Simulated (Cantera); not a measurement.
Input (Python, Cantera):

```python
import numpy as np
import cantera as ct

gas = ct.Solution("h2o2.yaml")
gas.TPX = 1400, 880, {'H2': 0.055, 'O2': 1, 'N2': 2.6}
reactor = ct.IdealGasConstPressureReactor(gas, energy="off", clone=False)
net = ct.ReactorNet([reactor])
net.rtol, net.atol = 1e-08, 1e-18
show = ['H2', 'O2', 'OH', 'HO2', 'H', 'H2O', 'H2O2']
times = np.geomspace(0.0007, 10, 9)

steps = ct.SolutionArray(gas, extra=["t"])
rows = []
print(f"{'t/s':>10s}{'T/K':>9s}{'P/Pa':>11s}" + "".join(f"{s:>11s}" for s in show))
for t in times:
    while net.time < t:
        t_next = net.step()
        steps.append(gas.state, t=t_next)
    rows.append([np.interp(t, steps.t, y) for y in (steps.T, steps.P, *steps(*show).X.T)])
    print(f"{t:10.3e}{rows[-1][0]:9.1f}{rows[-1][1]:11.4g}" + "".join(f"{x:11.3e}" for x in rows[-1][2:]))
rate = np.gradient(steps.T, steps.t)
print("integrator steps:", len(steps.t))
if steps.T.max() > steps.T[0] + 200:
    print(f"time of steepest temperature rise: {steps.t[rate.argmax()]:.4e} s")
gas.TPX = 1400, 880, {'H2': 0.055, 'O2': 1, 'N2': 2.6}
gas.equilibrate("TP")
print(f"equilibrium (TP): T = {gas.T:.1f} K  " + "  ".join(f"{s} {gas[s].X[0]:.3e}" for s in show))
```

Result:

```
       t/s      T/K       P/Pa         H2         O2         OH        HO2          H        H2O       H2O2
 7.000e-04   1400.0        880  1.505e-02  2.736e-01  5.867e-08  4.435e-08  3.363e-08  5.795e-08  4.954e-11
 2.315e-03   1400.0        880  1.504e-02  2.736e-01  3.318e-06  1.473e-07  1.654e-06  5.542e-06  4.060e-10
 7.653e-03   1400.0        880  7.860e-04  2.616e-01  2.341e-03  3.346e-07  2.191e-03  1.200e-02  1.358e-08
 2.530e-02   1400.0        880  2.599e-04  2.608e-01  1.758e-03  2.918e-07  1.757e-03  1.303e-02  8.776e-09
 8.367e-02   1400.0        880  2.432e-04  2.613e-01  1.703e-03  2.854e-07  1.575e-03  1.318e-02  8.655e-09
 2.766e-01   1400.0        880  1.967e-04  2.627e-01  1.535e-03  2.646e-07  1.116e-03  1.356e-02  8.212e-09
 9.147e-01   1400.0        880  1.061e-04  2.652e-01  1.133e-03  2.053e-07  4.235e-04  1.424e-02  6.686e-09
 3.024e+00   1400.0        880  2.766e-05  2.673e-01  5.805e-04  1.004e-07  5.440e-05  1.481e-02  3.574e-09
 1.000e+01   1400.0        880  4.131e-06  2.679e-01  2.248e-04  2.790e-08  3.098e-06  1.504e-02  1.095e-09
integrator steps: 1132
equilibrium (TP): T = 1400.0 K  H2 1.418e-07  O2 2.681e-01  OH 4.170e-05  HO2 1.294e-08  H 1.966e-08  H2O 1.514e-02  H2O2 8.224e-11
```

Computed with Cantera and the H2/O2 subset of GRI-Mech 3.0, which has no nitrogen chemistry. Radical loss at walls, strong at low pressure, is not modelled.
